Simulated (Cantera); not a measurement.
**Iron carbonyl, mercury and lead vapours: PbO + H₂**

A closed system holds: 1 mol PbO, 0.66 mol H₂, at 4.30 bar.

These are equilibrium values from Cantera (NASA tables, ideal gas, pure condensed phases), not measurements of a reactor. Candidate condensed phases: H₂O, Pb, PbO, PbO₂, Pb₃O₄; 12 gas species. Mutual solubility and eutectic melting of coexisting phases are not modelled. Kinetics and transport are ignored.

From 525 K to 575 K the condensed part is Pb(s) + PbO(red). From 625 K to 725 K the condensed part is Pb(l) + PbO(red). From 775 K to 1075 K the condensed part is Pb(l) + PbO(yellow).

```csv
T (K),x H₂O,x H₂,x Pb,x PbO,x OH,n Pb(s),n PbO(red),n Pb(l),n PbO(yellow)
525,1.000,8.47e-6,<1e-12,<1e-12,<1e-12,0.660,0.340,0,0
575,1.000,1.45e-5,<1e-12,<1e-12,<1e-12,0.660,0.340,0,0
625,1.000,2.21e-5,5.42e-12,<1e-12,<1e-12,0,0.340,0.660,0
675,1.000,3.11e-5,7.87e-11,<1e-12,<1e-12,0,0.340,0.660,0
725,1.000,4.22e-5,7.85e-10,<1e-12,<1e-12,0,0.340,0.660,0
775,1.000,5.55e-5,5.79e-9,4.17e-12,<1e-12,0,0,0.660,0.340
825,1.000,7.13e-5,3.34e-8,5.84e-11,<1e-12,0,0,0.660,0.340
875,1.000,8.97e-5,1.57e-7,5.99e-10,1.87e-12,0,0,0.660,0.340
925,1.000,0.000111,6.21e-7,4.74e-9,1.41e-11,0,0,0.660,0.340
975,1.000,0.000134,2.13e-6,3.02e-8,8.64e-11,0,0,0.660,0.340
1025,1.000,0.000161,6.47e-6,1.59e-7,4.42e-10,0,0,0.660,0.340
1075,1.000,0.000190,1.77e-5,7.16e-7,1.94e-9,0,0,0.660,0.340
```
x: gas mole fraction; n: condensed amount in mol.
